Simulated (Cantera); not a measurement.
A Cantera script and what it prints.

```python
import numpy as np
import cantera as ct

gas_names = [...]  # 92 gases of nasa_gas.yaml made of C, H, N
cond_names = """
    C(gr) C6H6(L) C7H8(L) C8H18(L),n-octa
""".split()


# ... load() reads the species with a 1 bar reference pressure and builds the phases ...
atoms = {
    'C': {'C': 1},
    'NH3': {'N': 1, 'H': 3},
    'N2': {'N': 2},
}
top_T = {'C(gr)': 4500}  # K; cautious upper limits of use, not melting points


# ... equilibrate(T, P, feed) seeds the gas with the atoms and calls Mixture.equilibrate('TP', solver="vcs", rtol=1e-11, max_steps=5000) ...
results = []
feed = {'C': 1, 'NH3': 0.58, 'N2': 14}  # mol
T = 2125  # K
P = 101325  # Pa
mix = equilibrate(T, P, feed)
results.append((T, P, feed, dict(zip(mix.species_names, mix.species_moles))))
x = sorted(zip(gas.X, gas.species_names), reverse=True)
print(f"T = {T:g} K  P = {P:g} Pa  gas = {mix.phase_moles(0):.4g} mol")
print("   x: " + "  ".join(f"{s} {v:.3e}" for v, s in x if v > 0.001))
print("   condensed (mol): " + ("  ".join(f"{mix.phase(i).name} {mix.phase_moles(i):.4g}"
      for i in range(1, mix.n_phases) if mix.phase_moles(i) > 1e-12) or "none"))
```

It prints:

```
T = 2125 K  P = 101325 Pa  gas = 15.17 mol
   x: N2 9.394e-01  H2 5.403e-02  HCN 5.276e-03
   condensed (mol): C(gr) 0.9114
```

Cantera equilibrium calculation (NASA polynomials, part measured and part estimated; ideal gas, pure solids and liquids).
